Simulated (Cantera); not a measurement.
**Carbon deposition, reforming and gasification: acetone + O2 + H2**

Feed: 1 mol acetone, 0.066 mol O2, 48 mol H2, held at 0.133 bar.

Equilibrium computed with Cantera from the NASA thermochemical tables; the gas is ideal and each condensed phase is pure. Candidate condensed phases: C, C6H6, C7H8, C8H18, H2O; 110 gas species. The feed counts by its element totals alone. The numbers say what is thermodynamically allowed, not how fast it happens.

```json
[
 {"T (K)": "2173", "x H2": "0.963", "x H": "0.0130", "x CO": "0.0216", "x C2H2 (acetylene)": "0.00213", "x C2H": "9.19e-7", "x C3": "1.04e-8", "x C": "7.04e-9", "n C(graphite)": "1.64"},
 {"T (K)": "2273", "x H2": "0.952", "x H": "0.0225", "x CO": "0.0215", "x C2H2 (acetylene)": "0.00359", "x C2H": "3.57e-6", "x C3": "7.57e-8", "x C": "4.02e-8", "n C(graphite)": "1.49"},
 {"T (K)": "2373", "x H2": "0.936", "x H": "0.0370", "x CO": "0.0213", "x C2H2 (acetylene)": "0.00576", "x C2H": "1.23e-5", "x C3": "4.63e-7", "x C": "1.98e-7", "n C(graphite)": "1.25"},
 {"T (K)": "2473", "x H2": "0.912", "x H": "0.0583", "x CO": "0.0211", "x C2H2 (acetylene)": "0.00879", "x C2H": "3.81e-5", "x C3": "2.44e-6", "x C": "8.58e-7", "n C(graphite)": "0.909"},
 {"T (K)": "2573", "x H2": "0.878", "x H": "0.0882", "x CO": "0.0208", "x C2H2 (acetylene)": "0.0128", "x C2H": "0.000107", "x C3": "1.12e-5", "x C": "3.31e-6", "n C(graphite)": "0.436"},
 {"T (K)": "2673", "x H2": "0.835", "x H": "0.128", "x CO": "0.0203", "x C2H2 (acetylene)": "0.0161", "x C2H": "0.000250", "x C3": "3.95e-5", "x C": "1.10e-5", "n C(graphite)": "0"},
 {"T (K)": "2773", "x H2": "0.784", "x H": "0.180", "x CO": "0.0198", "x C2H2 (acetylene)": "0.0154", "x C2H": "0.000427", "x C3": "8.77e-5", "x C": "2.95e-5", "n C(graphite)": "0"},
 {"T (K)": "2873", "x H2": "0.721", "x H": "0.244", "x CO": "0.0190", "x C2H2 (acetylene)": "0.0144", "x C2H": "0.000692", "x C3": "0.000184", "x C": "7.38e-5", "n C(graphite)": "0"},
 {"T (K)": "2973", "x H2": "0.647", "x H": "0.320", "x CO": "0.0182", "x C2H2 (acetylene)": "0.0130", "x C2H": "0.00106", "x C3": "0.000361", "x C": "0.000173", "n C(graphite)": "0"},
 {"T (K)": "3073", "x H2": "0.564", "x H": "0.404", "x CO": "0.0173", "x C2H2 (acetylene)": "0.0111", "x C2H": "0.00152", "x C3": "0.000656", "x C": "0.000380", "n C(graphite)": "0"}
]
```
x: gas mole fraction; n: condensed amount in mol.

From 2173 K to 2573 K the condensed part is C(graphite). From 2673 K to 3073 K nothing is condensed. The main C-bearing gas is CO at 2173 K and C2H2 (acetylene) at 3073 K.
